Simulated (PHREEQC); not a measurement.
Solution (25 °C): 0.069 mol Al2(SO4)3 and 0.00066 mol Na2SO4 per kg of water. Closed to the air; pH follows from the charge balance.

Model: ion-association model, phreeqc.dat, run in PHREEQC.

Precipitation was switched off in this run.

Question: Order these Al species by the share of Al that they hold, largest first: AlSO4+, AlOH+2, Al+3, Al(SO4)2-.

Answer: AlSO4+ (64 %), Al(SO4)2- (27 %), Al+3 (8.9 %), AlOH+2 (0.28 %)

The pH is 3.87 and the ionic strength 0.210 mol/kgw. The solution is supersaturated, for example in Gibbsite (slow to form), so a real one may precipitate; this is no full list.
